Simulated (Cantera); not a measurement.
An adiabatic, constant-volume homogeneous reactor starts with 5.26 % CH4, 0.221 % H2, 18.3 % O2, 68.9 % N2, 7.36 % CO2, equivalence ratio 0.58, at 1500 K and 0.691 atm.

Detailed kinetics in Cantera: GRI-Mech 3.0 (53 species, 325 reactions).

Problem. Predict: time of steepest temperature rise; temperature at 7.00 s; equilibrium temperature; x(H2) at 7.00 s; x(O2) at 7.00 s; x(CO) at 7.00 s; x(NO2) at 7.00 s.

Solution. 
- time of steepest temperature rise: 1.14 ms
- temperature at 7.00 s: 2531 K
- equilibrium temperature: 2531 K
- x(H2) at 7.00 s: 0.00228 (gas-phase equilibrium 0.00228)
- x(O2) at 7.00 s: 0.0734 (gas-phase equilibrium 0.0734)
- x(CO) at 7.00 s: 0.0160 (gas-phase equilibrium 0.0160)
- x(NO2) at 7.00 s: 7.40e-6 (gas-phase equilibrium 7.40e-6)
